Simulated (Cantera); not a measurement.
Feed: 1 mol CsCl, 3.7 mol HCl, 280 mol H₂, at 1348.15 K and 10.0 Torr.

Cantera equilibrium calculation (NASA polynomials, part measured and part estimated; ideal gas, pure solids and liquids). Candidate condensed phases: Cs, CsCl; 9 gas species. Equilibrium is a limit: real reactors are often held back by kinetics, nucleation or transport.

**Question.** What is the equilibrium state?

**Answer.** 
```
Property                                Value
----------------------------------  ---------
x(H₂)                                   0.983
x(HCl)                                 0.0130
x(CsCl)                               0.00351
x(H)                                  1.99e-5
gas amount                          284.7 mol
log10 activity of CsCl(l) (absent)      -3.34
log10 activity of Cs(l) (absent)        -9.21
```
